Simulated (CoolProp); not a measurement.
Tetrahydrofuran at 298.15 K and 0.0168 MPa is throttled through a valve to 0.00622 MPa with no heat exchange. Each further row changes one setting.

Model: reference Helmholtz-energy equation of state, Fiedler 2023, in CoolProp.

```csv
case,temperature change (K),final density (kg/m³)
as stated,-0.4,[?]
outlet pressure 0.00187 MPa,-0.6,[?]
outlet pressure 0.00809 MPa,[?],[?]
```

**Question.** Complete the blanks.

**Answer.** 
- as stated, final density (kg/m³): 0.182
- outlet pressure 0.00187 MPa, final density (kg/m³): 0.0545
- outlet pressure 0.00809 MPa, temperature change (K): -0.3
- outlet pressure 0.00809 MPa, final density (kg/m³): 0.236
